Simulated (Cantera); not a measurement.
Gas mixture: 57.1 % O₂, 42.9 % NO, at 1.00 bar, frozen composition.

Cantera's kinetic-theory transport with the Lennard-Jones parameters of GRI-Mech 3.0, ideal gas; thermal conductivity in the multicomponent form. The composition is frozen, though it would react at the higher temperatures.

One state of this run: ρ (kg/m³) = 0.268; cp (J/kg/K) = 1154; μ (µPa s) = 57.0; λ (mW/m/K) = 92.8; Pr = 0.708; D (cm²/s) NH₃ = 3.55; D (cm²/s) C₂H₂ = 2.41; D (cm²/s) N₂ = 2.86. D: mixture-averaged diffusion coefficient of that species in the mixture.

Task: Which value of T (K) does it belong to?
A. 1400
B. 900
C. 1650
D. 400

Result: A, 1400
